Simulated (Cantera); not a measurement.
A closed system holds: 1 mol CH3OH, 2.8 mol CO2, 24 mol H2, held at 1.20 bar.

Method: chemical equilibrium by Gibbs-energy minimisation in Cantera with the NASA 1993 tables (ideal gas, pure condensed phases). Candidate condensed phases: C, C6H6, C7H8, C8H18, H2O; 110 gas species. Rates play no part.

### Question
At 2148 K, list the 6 most abundant gas species with their mole fractions, and the condensed phases.

### Answer
H2 0.778, CO 0.124, H2O 0.0909, H 0.00336, CO2 0.00285, OH 5.05e-5. Condensed: gas only.
